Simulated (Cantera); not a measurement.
Cantera run:

```python
import numpy as np
import cantera as ct

gas_names = """
    AL ALH ALO ALOH ALO2 ALO2H AL2 AL2O AL2O2 H HALO HO2 H2 H2O H2O2 O OH O2 O3
""".split()
cond_names = """
    AL(cr) AL(L) AL2O3(a) AL2O3(L) H2O(s) H2O(L)
""".split()


# ... load() reads the species with a 1 bar reference pressure and builds the phases ...
atoms = {
    'Al2O3': {'AL': 2, 'O': 3},
    'H2O': {'H': 2, 'O': 1},
}
top_T = {}  # K; cautious upper limits of use, not melting points


# ... equilibrate(T, P, feed) seeds the gas with the atoms and calls Mixture.equilibrate('TP', solver="vcs", rtol=1e-11, max_steps=5000) ...
results = []
feed = {'Al2O3': 1, 'H2O': 0.14}  # mol
T = 1123  # K
P = 16000  # Pa
mix = equilibrate(T, P, feed)
results.append((T, P, feed, dict(zip(mix.species_names, mix.species_moles))))
print(gas.report(threshold=1e-05))
for i in range(1, mix.n_phases):
    print(f"{mix.phase(i).name:16s} {mix.phase_moles(i):12.5e} mol")
```

Result:

```
       temperature   1123 K
          pressure   16000 Pa
           density   0.03087 kg/m^3
  mean mol. weight   18.015 kg/kmol
   phase of matter   gas

                          1 kg             1 kmol
                     ---------------   ---------------
          enthalpy       -1.1692e+07       -2.1064e+08  J
   internal energy       -1.2211e+07       -2.1997e+08  J
           entropy             14036        2.5286e+05  J/K
    Gibbs function       -2.7455e+07        -4.946e+08  J
 heat capacity c_p            2384.8             42961  J/K
 heat capacity c_v            1923.2             34647  J/K

                      mass frac. Y      mole frac. X     chem. pot. / RT
                     ---------------   ---------------   ---------------
               H2O                 1           0.99999           -52.971
     [  +18 minor]        4.2239e-06        6.3359e-06

AL(L)             0.00000e+00 mol
AL2O3(a)          1.00000e+00 mol
```

Cantera equilibrium calculation (NASA polynomials, part measured and part estimated; ideal gas, pure solids and liquids).
